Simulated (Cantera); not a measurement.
Input (Python, Cantera) and output of one run.

```python
import numpy as np
import cantera as ct

gas_names = """
    Cu CuO Cu2 H HO2 H2 H2O H2O2 O OH O2 O3
""".split()
cond_names = """
    Cu(cr) Cu(L) CuO(s) CuO2H2(s) Cu2O(s) Cu2O(L) H2O(s) H2O(L)
""".split()


def load(file, names, dense=False):
    # The tables refer to 1 bar. Condensed volumes are neglected.
    table = {s.name: s for s in ct.Species.list_from_file(file)}
    out = []
    for n in names:
        d = dict(table[n].input_data)
        d["thermo"] = dict(d["thermo"], **{"reference-pressure": 1e5})
        if dense:
            d["equation-of-state"] = {"model": "constant-volume", "density": "1e6 g/cm^3"}
        out.append(ct.Species.from_dict(d))
    return out


gas = ct.Solution(thermo="ideal-gas", species=load("nasa_gas.yaml", gas_names))
cond = {s.name: ct.Solution(thermo="fixed-stoichiometry", species=[s], name=s.name)
        for s in load("nasa_condensed.yaml", cond_names, dense=True)}
atoms = {
    'CuO': {'Cu': 1, 'O': 1},
    'H2': {'H': 2},
    'H2O': {'H': 2, 'O': 1},
}
top_T = {'CuO(s)': 1390}  # K; cautious upper limits of use, not melting points


def equilibrate(T, P, feed):
    n = {}
    for name, mol in feed.items():
        for a, k in atoms[name].items():
            n[a] = n.get(a, 0.0) + k * mol
    gas.TPX = T, P, n
    mass = sum(n.values()) * gas.mean_molecular_weight
    gas.equilibrate("TP")
    valid = [c for c in cond.values() if c.min_temp <= T <= top_T.get(c.name, c.max_temp)]
    mix = ct.Mixture([(gas, mass / gas.mean_molecular_weight)] + [(c, 0.0) for c in valid])
    mix.T, mix.P = T, P
    mix.equilibrate("TP", solver="vcs", rtol=1e-11, max_steps=5000)
    return mix


results = []
feed = {'CuO': 1, 'H2': 690, 'H2O': 0.32}  # mol
P = 10000  # Pa
for T in [625, 725, 825, 925, 1025, 1125, 1225, 1325, 1425, 1525]:
    mix = equilibrate(T, P, feed)
    results.append((T, P, feed, dict(zip(mix.species_names, mix.species_moles))))

top = {s: max(r[3][s] / sum(r[3][g] for g in gas_names) for r in results) for s in gas_names}
cols = sorted((s for s in top if top[s] > 0.0001), key=lambda s: -top[s])[:9]
seen = [c for c in cond_names if any(r[3].get(c, 0) > 1e-12 for r in results)]
print("log10 of partial pressures in bar; condensed amounts in mol")
print(f"{'T/K':>10s}" + "".join(f"{s[:9]:>10s}" for s in cols + seen))
for T, P, feed, n in results:
    ng = sum(n[g] for g in gas_names)
    print(f"{T:10.4g}" + "".join(f"{np.log10(max(n[s] / ng * P / 1e5, 1e-99)):10.3f}" for s in cols)
          + "".join(f"{n.get(c, 0):10.4g}" for c in seen))
```

Output:

```
log10 of partial pressures in bar; condensed amounts in mol
       T/K        H2       H2O        Cu    Cu(cr)     Cu(L)
       625    -1.001    -3.718   -21.305         1         0
       725    -1.001    -3.718   -17.435         1         0
       825    -1.001    -3.718   -14.509         1         0
       925    -1.001    -3.718   -12.220         1         0
      1025    -1.001    -3.718   -10.382         1         0
      1125    -1.001    -3.718    -8.874         1         0
      1225    -1.001    -3.718    -7.616    0.9998         0
      1325    -1.001    -3.718    -6.552    0.9981         0
      1425    -1.001    -3.718    -5.663         0     0.985
      1525    -1.001    -3.719    -4.905         0     0.914
```

Method: chemical equilibrium by Gibbs-energy minimisation in Cantera with the NASA 1993 tables (ideal gas, pure condensed phases).
